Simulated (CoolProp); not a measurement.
Saturation properties of the fluoroketone C6F12O (FK-5-1-12).

Computed with CoolProp (reference Helmholtz-energy equation of state, McLinden 2015).

```
T (°C)  p (MPa)  liquid density (kg/m³)  vapour density (kg/m³)  enthalpy of vaporisation (kJ/kg)  liquid cp (kJ/(kg K))
------  -------  ----------------------  ----------------------  --------------------------------  ---------------------
29.55   0.04876                    1588                   6.367                               [?]                  1.105
39.55   0.07196                     [?]                   9.214                             90.74                  1.113
49.45    0.1027                    1526                   12.95                             87.83                  1.122
59.35    0.1429                    1493                     [?]                             84.80                  1.133
69.25    0.1943                    1458                   24.03                             81.62                    [?]
79.25    0.2596                    1422                   32.01                             78.22                  1.160
89.15    0.3396                    1384                   41.97                             74.64                  1.176
99.05    0.4369                    1343                   54.48                             70.77                  1.196
108.95   0.5542                     [?]                   70.22                             66.55                  1.221
118.95   0.6954                    1251                   90.37                             61.84                  1.252
128.85   0.8607                    1198                   116.0                               [?]                  1.295
```

What belongs in the gaps?


- 29.55, enthalpy of vaporisation (kJ/kg): 93.58
- 39.55, liquid density (kg/m³): 1557
- 59.35, vapour density (kg/m³): 17.80
- 69.25, liquid cp (kJ/(kg K)): 1.145
- 108.95, liquid density (kg/m³): 1299
- 128.85, enthalpy of vaporisation (kJ/kg): 56.58

It boils at 49.1 °C under 1 atm.
